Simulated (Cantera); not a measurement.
# Equilibrium for abatement and gas-phase synthesis: H2S + H2O + N2

Feed: 1 mol H2S, 0.073 mol H2O, 12 mol N2, equilibrated at 0.00760 bar.

Cantera equilibrium calculation (NASA polynomials, part measured and part estimated; ideal gas, pure solids and liquids). Candidate condensed phases: H2O, H2SO4, S; 35 gas species. Kinetics and transport are ignored.

```json
[
 {"T (K)": "2050", "x N2": "0.877", "x H": "0.00687", "x H2": "0.0697", "x S": "0.00856", "x S2": "0.0291", "x SH": "0.00358"},
 {"T (K)": "2150", "x N2": "0.871", "x H": "0.0125", "x H2": "0.0669", "x S": "0.0145", "x S2": "0.0254", "x SH": "0.00402"},
 {"T (K)": "2250", "x N2": "0.863", "x H": "0.0213", "x H2": "0.0624", "x S": "0.0226", "x S2": "0.0208", "x SH": "0.00422"},
 {"T (K)": "2350", "x N2": "0.853", "x H": "0.0338", "x H2": "0.0558", "x S": "0.0321", "x S2": "0.0156", "x SH": "0.00408"},
 {"T (K)": "2450", "x N2": "0.842", "x H": "0.0501", "x H2": "0.0473", "x S": "0.0416", "x S2": "0.0105", "x SH": "0.00360"},
 {"T (K)": "2550", "x N2": "0.830", "x H": "0.0691", "x H2": "0.0373", "x S": "0.0496", "x S2": "0.00645", "x SH": "0.00288"},
 {"T (K)": "2650", "x N2": "0.818", "x H": "0.0886", "x H2": "0.0272", "x S": "0.0553", "x S2": "0.00368", "x SH": "0.00212"},
 {"T (K)": "2750", "x N2": "0.808", "x H": "0.106", "x H2": "0.0182", "x S": "0.0590", "x S2": "0.00204", "x SH": "0.00145"},
 {"T (K)": "2850", "x N2": "0.801", "x H": "0.119", "x H2": "0.0114", "x S": "0.0614", "x S2": "0.00113", "x SH": "0.000956"},
 {"T (K)": "2950", "x N2": "0.796", "x H": "0.128", "x H2": "0.00681", "x S": "0.0631", "x S2": "0.000636", "x SH": "0.000616"},
 {"T (K)": "3050", "x N2": "0.793", "x H": "0.133", "x H2": "0.00400", "x S": "0.0641", "x S2": "0.000366", "x SH": "0.000395"}
]
```
x: gas mole fraction; nothing condenses.

From 2050 K to 3050 K nothing is condensed.
